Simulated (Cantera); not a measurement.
A closed system holds: 1 mol Fe2O3, 4.6 mol H2, equilibrated at 1975 K and 0.000190 bar.

Method: chemical equilibrium by Gibbs-energy minimisation in Cantera with the NASA 1993 tables (ideal gas, pure condensed phases). Candidate condensed phases: Fe, FeO, Fe(OH)2, Fe(OH)3, Fe2O3, Fe3O4, H2O; 12 gas species. Rates play no part.

Base state: H2O 0.419, Fe 0.284, H2 0.229, H 0.0475, FeO 0.00977, OH 0.00829, O 0.00127, O2 0.00100 (mole fractions); condensed: gas only.

### Question
What changes in the equilibrium state with this change: H2 from 4.6 to 12 mol?

### Answer
```tsv
species	before	after
H2	0.229	0.582
H2O	0.419	0.202
Fe	0.284	0.136
H	0.0475	0.0757
O2	0.00100	3.60e-5
Fe(OH)2	0.000114	4.99e-6
FeO	0.00977	0.000888
O	0.00127	0.000240
```

### Question
What changes in the equilibrium state with this change: Fe2O3 replaced by Nb2O5?

### Answer
| species | before | after |
|---|---|---|
| H2 | 0.229 | 0.753 |
| H2O | 0.419 | 0.145 |
| H | 0.0475 | 0.0861 |
| Fe | 0.284 | 0 |
| NbO2 | 0 | 0.0146 |
| FeO | 0.00977 | 0 |
| Fe(OH)2 | 0.000114 | 0 |
| NbO2(s), mol | 0 | 1.36 |
| Nb2O5(l), mol | 0 | 0.284 |
Mutual solubility and eutectic melting of coexisting phases are not modelled. Condensed phases not in the tables: the oxides between NbO2 and Nb2O5. Further candidate phases: Nb, NbO, NbO2, Nb2O5.
